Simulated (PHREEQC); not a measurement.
Solution (25 °C): 0.1 mol/kgw CdBr2 and 0.00031 mol/kgw Ca(OH)2. Closed to the air; pH follows from the charge balance.

Model: ion-association model, phreeqc.dat, run in PHREEQC.

- pH = 8.96
- ionic strength = 0.109 mol/kgw
- total alkalinity = 0.620 meq/kg

| species | molality | activity | log γ |
|---|---|---|---|
| Br- | 0.0950 | 0.0709 | -0.127 |
| CdBr+ | 0.0666 | 0.0517 | -0.110 |
| CdBr2 | 0.0192 | 0.0197 | 0.011 |
| Cd+2 | 0.0136 | 0.00493 | -0.440 |
| CdOH+ | 0.000483 | 0.000375 | -0.110 |
| Ca+2 | 0.000310 | 0.000118 | -0.419 |
| Cd2OH+3 | 8.84e-5 | 9.05e-6 | -0.990 |
| Cd(OH)2 | 1.80e-5 | 1.85e-5 | 0.011 |
| OH- | 1.23e-5 | 9.27e-6 | -0.122 |
| CaOH+ | 2.31e-8 | 1.79e-8 | -0.110 |
| Cd(OH)3- | 2.44e-9 | 1.90e-9 | -0.110 |
| H+ | 1.32e-9 | 1.09e-9 | -0.085 |

This is a speciation only: nothing precipitates in the calculation. Examples of supersaturated solids here: Cd(OH)2. Others may be too. Complexes and solids missing from the database can't appear.
